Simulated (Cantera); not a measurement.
A perfectly stirred reactor is fed with 12.0 % CH4, 18.5 % O2, 69.5 % N2, equivalence ratio 1.3, at 0.240 bar; it is adiabatic with a 300 K inlet, and is followed from long to short residence time, starting on the burning branch (τ in s: 0.073, 0.04, 0.022, 0.012, 0.0065, 0.0035, 0.0019, 0.001, 0.00057, 0.00031, 0.00017, 9.1e-05, 5e-05).

Computed with Cantera and GRI-Mech 3.0 (53 species, 325 reactions).

x: mole fraction; the columns are a selection and need not sum to one.

```
τ (s)    T (K)     x CH4      x O2   x H2O    x N2O     x NO2      x H2O2      x H
-------  -----  --------  --------  ------  -------  --------  ----------  -------
0.073     2005   2.17e-5  0.000517   0.179  9.17e-9   1.82e-9  (withheld)  0.00563
0.040     1993   3.14e-5  0.000732   0.178  1.05e-8   1.80e-9  (withheld)  0.00670
0.022     1979   4.72e-5   0.00102   0.177  1.18e-8   1.74e-9  (withheld)  0.00781
0.012     1964   7.43e-5   0.00140   0.176  1.33e-8   1.65e-9  (withheld)  0.00891
0.0065    1948  0.000123   0.00193   0.175  1.51e-8   1.53e-9  (withheld)  0.00990
0.0035    1932  0.000213   0.00272   0.174  1.72e-8   1.39e-9  (withheld)   0.0107
0.0019    1912  0.000385   0.00401   0.173  1.91e-8   1.24e-9  (withheld)   0.0110
0.0010    1881  0.000772   0.00656   0.171  1.91e-8   1.08e-9  (withheld)   0.0108
0.00057   1828   0.00167    0.0117   0.169  1.51e-8  9.91e-10  (withheld)  0.00955
0.00031    300     0.120     0.185  <1e-12   <1e-12    <1e-12      <1e-12   <1e-12
0.00017    300     0.120     0.185  <1e-12   <1e-12    <1e-12      <1e-12   <1e-12
9.1e-5     300     0.120     0.185  <1e-12   <1e-12    <1e-12      <1e-12   <1e-12
5.0e-5     300     0.120     0.185  <1e-12   <1e-12    <1e-12      <1e-12   <1e-12
```

Q: Complete the blanks.

A: 
- 0.073, x H2O2: 1.20e-8
- 0.040, x H2O2: 1.54e-8
- 0.022, x H2O2: 1.92e-8
- 0.012, x H2O2: 2.35e-8
- 0.0065, x H2O2: 2.82e-8
- 0.0035, x H2O2: 3.34e-8
- 0.0019, x H2O2: 4.01e-8
- 0.0010, x H2O2: 5.30e-8
- 0.00057, x H2O2: 8.55e-8
